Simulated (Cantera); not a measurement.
A closed system holds: 1 mol SiF4, 0.16 mol O3, held at 2025 K and 270 Pa.

Equilibrium computed with Cantera from the NASA thermochemical tables; the gas is ideal and each condensed phase is pure. Candidate condensed phases: Si, SiO2; 17 gas species. The tables' values for SiF3, SiO2 are old estimates; treat these amounts as uncertain. Kinetics and transport are ignored.

Problem. What is the equilibrium state?

Solution. 
```json
{
 "x(SiF4)": "0.797",
 "x(O2)": "0.189",
 "x(O)": "0.00676",
 "x(F)": "0.00391",
 "x(SiF3)": "0.00366",
 "x(SiO)": "4.89e-5",
 "x(SiO2)": "1.17e-5",
 "x(SiF2)": "4.84e-6",
 "gas_amount": "1.249 mol",
 "log10 activity of Si(l) (absent)": "-11.88"
}
```
